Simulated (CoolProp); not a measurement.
Vapour-liquid equilibrium of ethane (1) + n-pentane (2) at 0.276 MPa; x and y are mole fractions of (1).

The numbers come from the multi-fluid Helmholtz-energy mixture model, Bücker 2006 and Thol 2019; pair parameters Kunz 2012 in CoolProp.

```csv
x,"bubble temperature, mixture model (°C)","bubble temperature, Raoult's law (°C)","y, mixture model","y, Raoult's law"
0.05,33.9,25.2,0.656,0.763
0.2,-21.4,-21.9,0.972,0.976
0.35,-40.9,-39.8,0.993,0.993
0.5,-51.1,-50.1,0.997,0.998
0.65,-57.6,-57.1,0.999,0.999
0.8,-62.4,-62.3,0.999,1.000
0.95,-66.4,-66.5,1.000,1.000
```

The largest gap from Raoult's law is +8.7 K in bubble temperature, at x = 0.05. No azeotrope shows between x = 0.05 and 0.95.

The pair parameters rest on a limited set of measurements; away from them the model extrapolates. The gap from Raoult's law changes sign with composition, which may be real or a fault of the pair parameters; it wasn't checked against measurements.
